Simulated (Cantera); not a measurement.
An adiabatic, constant-pressure homogeneous reactor starts with CH4 : H2 : O2 : N2 = 1 : 0.12 : 0.858 : 3.23 (molar parts), at 1373 K and 9.87 atm. Integrator tolerance rtol = 1e-08.

Computed with Cantera and GRI-Mech 3.0 (53 species, 325 reactions).

**Question.** What does this change do: pressure from 9.87 atm to 0.987 atm?

**Answer.** 
| quantity | before | after |
|---|---|---|
| time of steepest temperature rise | 0.497 ms | 3.71 ms |
| temperature at 0.500 s | 2242 K | 2228 K |
| equilibrium temperature | 2242 K | 2228 K |
| x(CH4) at 0.500 s | 1.89e-8 (gas-phase equilibrium 2.14e-8) | 1.98e-10 (gas-phase equilibrium 2.27e-10) |
| x(H2) at 0.500 s | 0.232 (gas-phase equilibrium 0.232) | 0.231 (gas-phase equilibrium 0.231) |
| x(O2) at 0.500 s | 4.16e-8 (gas-phase equilibrium 4.16e-8) | 3.53e-7 (gas-phase equilibrium 3.53e-7) |
| x(NO2) at 0.500 s | 8.40e-12 (gas-phase equilibrium 8.40e-12) | 2.25e-11 (gas-phase equilibrium 2.23e-11) |
| x(NO) at 0.500 s | 4.97e-6 (gas-phase equilibrium 4.97e-6) | 1.42e-5 (gas-phase equilibrium 1.40e-5) |
| x(C2H4) at 0.500 s | <1e-12 (gas-phase equilibrium <1e-12) | <1e-12 (gas-phase equilibrium <1e-12) |
